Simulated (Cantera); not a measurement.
A Cantera script and what it prints.

```python
import numpy as np
import cantera as ct

gas_names = """
    CL CL2 H HCL H2 Si SiCL SiCL2 SiCL3 SiCL4 SiH SiHCL3 SiH2 SiH2CL2 SiH3 SiH3CL SiH4 Si2 Si3
""".split()
cond_names = """
    Si(cr) Si(L)
""".split()


# ... load() reads the species with a 1 bar reference pressure and builds the phases ...
atoms = {
    'SiHCl3': {'Si': 1, 'H': 1, 'CL': 3},
    'H2': {'H': 2},
}
top_T = {}  # K; cautious upper limits of use, not melting points


# ... equilibrate(T, P, feed) seeds the gas with the atoms and calls Mixture.equilibrate('TP', solver="vcs", rtol=1e-11, max_steps=5000) ...
results = []
feed = {'SiHCl3': 1, 'H2': 550}  # mol
P = 870  # Pa
for T in [1275, 1325, 1375, 1425, 1475, 1525, 1575, 1625, 1675, 1725]:
    mix = equilibrate(T, P, feed)
    results.append((T, P, feed, dict(zip(mix.species_names, mix.species_moles))))
    x = sorted(zip(gas.X, gas.species_names), reverse=True)
    print(f"T = {T:g} K  P = {P:g} Pa  gas = {mix.phase_moles(0):.4g} mol")
    print("   x: " + "  ".join(f"{s} {v:.3e}" for v, s in x if v > 1e-05))
    print("   condensed (mol): " + ("  ".join(f"{mix.phase(i).name} {mix.phase_moles(i):.4g}"
          for i in range(1, mix.n_phases) if mix.phase_moles(i) > 1e-12) or "none"))
```

It prints:

```
T = 1275 K  P = 870 Pa  gas = 552 mol
   x: H2 9.946e-01  HCL 5.287e-03  SiCL2 7.283e-05
   condensed (mol): Si(cr) 0.9593
T = 1325 K  P = 870 Pa  gas = 552 mol
   x: H2 9.946e-01  HCL 5.280e-03  SiCL2 7.678e-05  H 1.749e-05
   condensed (mol): Si(cr) 0.9572
T = 1375 K  P = 870 Pa  gas = 552 mol
   x: H2 9.946e-01  HCL 5.272e-03  SiCL2 8.055e-05  H 3.664e-05
   condensed (mol): Si(cr) 0.9551
T = 1425 K  P = 870 Pa  gas = 552 mol
   x: H2 9.946e-01  HCL 5.265e-03  SiCL2 8.413e-05  H 7.294e-05
   condensed (mol): Si(cr) 0.9529
T = 1475 K  P = 870 Pa  gas = 552 mol
   x: H2 9.945e-01  HCL 5.258e-03  H 1.387e-04  SiCL2 8.753e-05
   condensed (mol): Si(cr) 0.9503
T = 1525 K  P = 870 Pa  gas = 552.1 mol
   x: H2 9.944e-01  HCL 5.251e-03  H 2.529e-04  SiCL2 9.073e-05
   condensed (mol): Si(cr) 0.9468
T = 1575 K  P = 870 Pa  gas = 552.1 mol
   x: H2 9.942e-01  HCL 5.243e-03  H 4.442e-04  SiCL2 9.373e-05
   condensed (mol): Si(cr) 0.9409
T = 1625 K  P = 870 Pa  gas = 552.2 mol
   x: H2 9.939e-01  HCL 5.234e-03  H 7.541e-04  SiCL2 9.652e-05  Si 1.872e-05
   condensed (mol): Si(cr) 0.9293
T = 1675 K  P = 870 Pa  gas = 552.4 mol
   x: H2 9.934e-01  HCL 5.223e-03  H 1.241e-03  SiCL2 9.908e-05  Si 4.988e-05  SiH2 1.117e-05
   condensed (mol): Si(cr) 0.9043
T = 1725 K  P = 870 Pa  gas = 552.6 mol
   x: H2 9.925e-01  HCL 5.223e-03  H 1.984e-03  Si 1.167e-04  SiCL2 9.478e-05  SiH2 1.711e-05  SiH 1.550e-05
   condensed (mol): Si(L) 0.8599
```

Method: chemical equilibrium by Gibbs-energy minimisation in Cantera with the NASA 1993 tables (ideal gas, pure condensed phases). Gases not in the tables: Si2H6 and higher silanes.
